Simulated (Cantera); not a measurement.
Cantera with NASA thermochemical tables; ideal gases at 1 bar, condensed phases pure. Values are per mole of reaction as written; species without (g) are pure solids or liquids, kept so even where they would boil at 1 bar. TaC: taken at fixed stoichiometry.

Problem. Between 1773 and 2373 K, where is each reaction favourable under standard conditions?
- 2 O₃(g) + 3 TaC ⇌ 3 TaO₂(g) + 3 C

Solution. 
- 2 O₃(g) + 3 TaC ⇌ 3 TaO₂(g) + 3 C: ΔG° is -846 kJ at 1773 K and -955 kJ at 2373 K; it stays negative (K > 1). ΔH° is -549 kJ and ΔS° 171 J/K at 2373 K.
